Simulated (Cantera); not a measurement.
Feed: 1 mol Si, 0.046 mol H₂O, equilibrated at 255 Torr.

Cantera equilibrium calculation (NASA polynomials, part measured and part estimated; ideal gas, pure solids and liquids). Candidate condensed phases: H₂O, Si, SiO₂; 18 gas species. Mutual solubility and eutectic melting of coexisting phases are not modelled. The tables hold silica as quartz up to 1696 K and as liquid above; real silica turns to tridymite and cristobalite and melts near 1996 K. Rates play no part.

x: gas mole fraction; n: condensed amount in mol.

```json
[
 {"T (K)": "798", "x H₂": "1.00", "x SiO": "<1e-12", "x H": "[?]", "x H₂O": "1.84e-12", "n Si(s)": "0.977", "n SiO₂(α-quartz)": "0.0230", "n SiO₂(β-quartz)": "0"},
 {"T (K)": "898", "x H₂": "1.00", "x SiO": "1.32e-11", "x H": "[?]", "x H₂O": "5.89e-11", "n Si(s)": "0.977", "n SiO₂(α-quartz)": "0", "n SiO₂(β-quartz)": "0.0230"},
 {"T (K)": "998", "x H₂": "1.00", "x SiO": "1.41e-9", "x H": "[?]", "x H₂O": "9.27e-10", "n Si(s)": "0.977", "n SiO₂(α-quartz)": "0", "n SiO₂(β-quartz)": "0.0230"},
 {"T (K)": "1098", "x H₂": "1.00", "x SiO": "6.33e-8", "x H": "[?]", "x H₂O": "8.73e-9", "n Si(s)": "0.977", "n SiO₂(α-quartz)": "0", "n SiO₂(β-quartz)": "0.0230"},
 {"T (K)": "1198", "x H₂": "1.000", "x SiO": "1.49e-6", "x H": "[?]", "x H₂O": "5.61e-8", "n Si(s)": "0.977", "n SiO₂(α-quartz)": "0", "n SiO₂(β-quartz)": "0.0230"},
 {"T (K)": "1298", "x H₂": "1.000", "x SiO": "2.13e-5", "x H": "[?]", "x H₂O": "2.69e-7", "n Si(s)": "0.977", "n SiO₂(α-quartz)": "0", "n SiO₂(β-quartz)": "0.0230"},
 {"T (K)": "1398", "x H₂": "1.000", "x SiO": "0.000207", "x H": "[?]", "x H₂O": "1.02e-6", "n Si(s)": "0.977", "n SiO₂(α-quartz)": "0", "n SiO₂(β-quartz)": "0.0230"}
]
```

Question: Complete the blanks.

Answer: 
- 798, x H: 4.57e-12
- 898, x H: 1.88e-10
- 998, x H: 3.69e-9
- 1098, x H: 4.24e-8
- 1198, x H: 3.26e-7
- 1298, x H: 1.84e-6
- 1398, x H: 8.11e-6
